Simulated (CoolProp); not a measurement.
Vapour-liquid equilibrium of n-octane (1) + n-dodecane (2) at 2.07 bar; x and y are mole fractions of (1).

Values from CoolProp's multi-fluid Helmholtz-energy mixture model, Beckmüller 2019 and Lemmon 2004; pair parameters Bell 2016.

```json
[
 {"x": "0.05", "bubble temperature, mixture model (K)": "513.2", "bubble temperature, Raoult's law (K)": "510.3", "y, mixture model": "0.189", "y, Raoult's law": "0.254"},
 {"x": "0.125", "bubble temperature, mixture model (K)": "501.1", "bubble temperature, Raoult's law (K)": "496.0", "y, mixture model": "0.411", "y, Raoult's law": "0.501"},
 {"x": "0.2", "bubble temperature, mixture model (K)": "490.2", "bubble temperature, Raoult's law (K)": "484.3", "y, mixture model": "0.573", "y, Raoult's law": "0.654"},
 {"x": "0.275", "bubble temperature, mixture model (K)": "480.4", "bubble temperature, Raoult's law (K)": "474.7", "y, mixture model": "0.690", "y, Raoult's law": "0.754"},
 {"x": "0.35", "bubble temperature, mixture model (K)": "471.7", "bubble temperature, Raoult's law (K)": "466.5", "y, mixture model": "0.775", "y, Raoult's law": "0.822"},
 {"x": "0.425", "bubble temperature, mixture model (K)": "464.0", "bubble temperature, Raoult's law (K)": "459.5", "y, mixture model": "0.836", "y, Raoult's law": "0.870"},
 {"x": "0.5", "bubble temperature, mixture model (K)": "457.2", "bubble temperature, Raoult's law (K)": "453.5", "y, mixture model": "0.881", "y, Raoult's law": "0.904"},
 {"x": "0.575", "bubble temperature, mixture model (K)": "451.1", "bubble temperature, Raoult's law (K)": "448.2", "y, mixture model": "0.915", "y, Raoult's law": "0.931"},
 {"x": "0.65", "bubble temperature, mixture model (K)": "445.6", "bubble temperature, Raoult's law (K)": "443.4", "y, mixture model": "0.940", "y, Raoult's law": "0.950"},
 {"x": "0.725", "bubble temperature, mixture model (K)": "440.8", "bubble temperature, Raoult's law (K)": "439.2", "y, mixture model": "0.960", "y, Raoult's law": "0.966"},
 {"x": "0.8", "bubble temperature, mixture model (K)": "436.4", "bubble temperature, Raoult's law (K)": "435.3", "y, mixture model": "0.974", "y, Raoult's law": "0.978"},
 {"x": "0.875", "bubble temperature, mixture model (K)": "432.4", "bubble temperature, Raoult's law (K)": "431.8", "y, mixture model": "0.986", "y, Raoult's law": "0.988"},
 {"x": "0.95", "bubble temperature, mixture model (K)": "428.9", "bubble temperature, Raoult's law (K)": "428.6", "y, mixture model": "0.995", "y, Raoult's law": "0.996"}
]
```

The largest gap from Raoult's law is +5.9 K in bubble temperature, at x = 0.2. No azeotrope shows between x = 0.05 and 0.95.

Pair parameters are fitted to limited data, so mixtures are less certain than the pure fluids.
